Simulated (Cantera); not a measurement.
Charge: 1 mol Fe, 2.5 mol SO2, 7.6 mol N2, at 1098 K and 101000 Pa.

Equilibrium computed with Cantera from the NASA thermochemical tables; the gas is ideal and each condensed phase is pure. Candidate condensed phases: Fe, FeO, FeS, FeSO4, FeS2, Fe2O3, Fe2(SO4)3, Fe3O4, S; 19 gas species. Mutual solubility and eutectic melting of coexisting phases are not modelled. FeS: taken at fixed stoichiometry. Gases not in the tables: S3 to S7. Kinetics and transport are ignored.

Base state: N2 0.782, SO2 0.207, S2 0.0106, S2O 0.000842, SO 3.54e-5 (mole fractions); condensed: FeS(s) + Fe3O4(s).

**Question.** What changes in the equilibrium state with this change: pressure from 101000 Pa to 5500 Pa?

**Answer.** 
| species | before | after |
|---|---|---|
| N2 | 0.782 | 0.781 |
| SO2 | 0.207 | 0.200 |
| S2 | 0.0106 | 0.0185 |
| SO | 3.54e-5 | 8.29e-5 |
| S2O | 0.000842 | 0.000608 |
| FeS(s), mol | 0.269 | 0.178 |
| Fe3O4(s), mol | 0.244 | 0.274 |

**Question.** What changes in the equilibrium state with this change: temperature from 1098 K to 1200 K?

**Answer.** 
```json
[
 {"species": "N2", "before": "0.782", "after": "0.781"},
 {"species": "SO2", "before": "0.207", "after": "0.203"},
 {"species": "S2", "before": "0.0106", "after": "0.0151"},
 {"species": "SO", "before": "3.54e-5", "after": "0.000119"},
 {"species": "S2O", "before": "0.000842", "after": "0.00105"},
 {"species": "FeS(s), mol", "before": "0.269", "after": "0.214"},
 {"species": "Fe3O4(s), mol", "before": "0.244", "after": "0.262"}
]
```

**Question.** What changes in the equilibrium state with this change: temperature from 1098 K to 1875 K?

**Answer.** 
```
species          before     after
-------------  --------  --------
N2                0.782     0.770
SO2               0.207     0.197
S2               0.0106    0.0218
SO              3.54e-5    0.0102
S               7.20e-9  0.000195
S2O            0.000842   0.00118
FeS(s), mol       0.269         0
Fe3O4(s), mol     0.244         0
FeO(l), mol           0     1.000
```
The tables' stoichiometric FeO is somewhat more stable than real wüstite, so its field is too wide. FeO: taken at fixed stoichiometry.
